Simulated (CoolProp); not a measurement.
Hexamethyldisiloxane (MM) along the isotherm 346.85 °C: fugacity coefficient from the reference equation and from simpler models built on Tc = 245.6 °C, pc = 1931 kPa, ω = 0.418; each cubic takes its own stable root.

Values from CoolProp's reference Helmholtz-energy equation of state, Thol 2016.

| p (kPa) | phase | reference | van der Waals | Soave-Redlich-Kwong | Peng-Robinson |
|---|---|---|---|---|---|
| 80.5 | gas | 0.9923 | 0.9921 | 0.9930 | 0.9917 |
| 161 | gas | 0.9846 | 0.9841 | 0.9861 | 0.9835 |
| 241 | gas | 0.9770 | 0.9763 | 0.9792 | 0.9754 |
| 322 | gas | 0.9693 | 0.9683 | 0.9723 | 0.9673 |
| 402 | gas | 0.9618 | 0.9605 | 0.9655 | 0.9593 |
| 483 | gas | 0.9543 | 0.9526 | 0.9587 | 0.9513 |
| 563 | gas | 0.9468 | 0.9448 | 0.9520 | 0.9435 |
| 644 | gas | 0.9394 | 0.9370 | 0.9452 | 0.9356 |
| 724 | gas | 0.9320 | 0.9292 | 0.9386 | 0.9279 |
| 805 | gas | 0.9247 | 0.9214 | 0.9319 | 0.9202 |
| 885 | gas | 0.9174 | 0.9137 | 0.9254 | 0.9126 |
| 966 | gas | 0.9101 | 0.9059 | 0.9188 | 0.9050 |
